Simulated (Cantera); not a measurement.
B + H2O + O2 (chemical vapour transport)

Feed: 1 mol B, 0.49 mol H2O, 0.33 mol O2, equilibrated at 743 Torr.

Cantera equilibrium calculation (NASA polynomials, part measured and part estimated; ideal gas, pure solids and liquids). Candidate condensed phases: B, B2O3, B3O3H3, H2O; 23 gas species. Mutual solubility and eutectic melting of coexisting phases are not modelled. The tables' values for BH2 are old estimates; treat these amounts as uncertain. Gases not in the tables: B2H6 and higher boranes. Kinetics and transport are ignored.

From 1000 K to 1650 K the condensed part is B(s) + B2O3(l). The main B-bearing gas is B3O3H3 throughout.

| T (K) | log p H2 | log p HBO | log p B3O3H3 | log p B2O2 | n B(s) | n B2O3(l) |
|---|---|---|---|---|---|---|
| 1000 | -0.01 | -6.04 | -2.23 | -10.31 | 0.230 | 0.380 |
| 1050 | -0.01 | -5.52 | -2.21 | -9.40 | 0.230 | 0.380 |
| 1100 | -0.01 | -5.05 | -2.19 | -8.58 | 0.230 | 0.380 |
| 1150 | -0.01 | -4.62 | -2.18 | -7.83 | 0.230 | 0.380 |
| 1200 | -0.01 | -4.23 | -2.17 | -7.14 | 0.230 | 0.380 |
| 1250 | -0.01 | -3.87 | -2.17 | -6.51 | 0.230 | 0.380 |
| 1300 | -0.01 | -3.54 | -2.17 | -5.93 | 0.230 | 0.380 |
| 1350 | -0.01 | -3.24 | -2.17 | -5.40 | 0.230 | 0.380 |
| 1400 | -0.01 | -2.96 | -2.17 | -4.91 | 0.230 | 0.380 |
| 1450 | -0.01 | -2.69 | -2.17 | -4.45 | 0.230 | 0.380 |
| 1500 | -0.01 | -2.45 | -2.18 | -4.02 | 0.229 | 0.379 |
| 1550 | -0.01 | -2.22 | -2.18 | -3.62 | 0.229 | 0.379 |
| 1600 | -0.01 | -2.01 | -2.19 | -3.25 | 0.228 | 0.378 |
| 1650 | -0.02 | -1.82 | -2.20 | -2.90 | 0.227 | 0.377 |
log p: log10 of the partial pressure in bar; n: condensed amount in mol.
